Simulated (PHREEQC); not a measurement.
## Brine (model solution)

Solution (25 °C): 2.8 mol H2SO4 and 1.6 mol Na2SO4 per kg of water. Closed to the air; pH follows from the charge balance.

Model: Pitzer model, pitzer.dat, run in PHREEQC.

Each row changes one thing in this solution. This is a speciation only: nothing precipitates in the calculation.

```
case                             pH  ionic strength (mol/kgw)  HSO4- (mol/kgw)  SO4-2 (mol/kgw)  SI of Mirabilite (Na2SO4:10H2O)  SI of Thenardite (Na2SO4)
----------------------------  -----  ------------------------  ---------------  ---------------  -------------------------------  -------------------------
as made                       -0.92                      5.84             3.68            0.720                            -1.08                      -1.15
0.36 mol/kgw HCl added        -1.09                      6.02             3.77            0.628                            -1.23                      -1.18
temperature from 25 to 55 °C    ___                      5.14             4.03            0.368                            -2.40                      -1.36
diluted 10-fold with water      ___                     0.719              ___            0.139                            -2.09                      -2.96
```

**Question.** Complete the blanks.

**Answer.** 
- temperature from 25 to 55 °C, pH: -0.80
- diluted 10-fold with water, pH: 0.73
- diluted 10-fold with water, HSO4- (mol/kgw): 0.301

In brines, pH and single-ion activities rest on the MacInnes convention. At this temperature some constants are extrapolated from 25 °C, and those without enthalpy data are left unchanged.
